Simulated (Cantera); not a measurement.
Feed: 1 mol trisilylamine, 30 mol NH3, held at 1098 K and 75.0 Torr.

Cantera equilibrium calculation (NASA polynomials, part measured and part estimated; ideal gas, pure solids and liquids). Candidate condensed phases: Si, Si3N4; 18 gas species. The feed counts by its element totals alone. Rates play no part.

Base state: H2 0.786, N2 0.214, NH3 1.04e-5 (mole fractions); condensed: Si3N4(s).

### Question
What changes in the equilibrium state with this change: temperature from 1098 K to 1823 K?

### Answer
```csv
species,before,after
H2,0.786,0.785
N2,0.214,0.214
H,6.93e-8,0.00121
Si,<1e-9,3.13e-5
SiH2,<1e-9,1.95e-5
NH3,1.04e-5,8.95e-7
"Si3N4(s), mol",1.00,0.999
```
Gases not in the tables: Si2H6 and higher silanes.
